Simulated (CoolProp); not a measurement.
Properties of C3F8 (R218) along the isobar 10 MPa (Tc = 345.0 K, pc = 2.640 MPa, ω = 0.317).

The numbers come from the reference Helmholtz-energy equation of state, Lemmon 2006 in CoolProp. It is a short technical equation, of lower accuracy than the large ones.

```csv
T (K),phase,isothermal compressibility (1/MPa),expansivity (1/kK),Prandtl number
217.3,liquid,0.001757,1.921,9.36
237.6,liquid,0.002287,2.056,7.44
257.8,liquid,0.003026,2.235,6.18
278.1,liquid,0.004102,2.472,5.31
298.3,liquid,0.005706,2.783,4.66
318.5,liquid,0.008197,3.194,4.14
338.8,liquid,0.01221,3.736,3.68
359,supercritical,0.01873,4.421,3.25
379.3,supercritical,0.02913,5.217,2.81
399.5,supercritical,0.04387,5.934,2.38
419.8,supercritical,0.06079,6.260,1.98
440,supercritical,0.07490,6.027,1.67
```

Viscosity comes from a separate model (Huber 2003), an estimate that may be off by 10 % or more. Thermal conductivity comes from a separate model (Huber 2003), an estimate that may be off by 10 % or more.
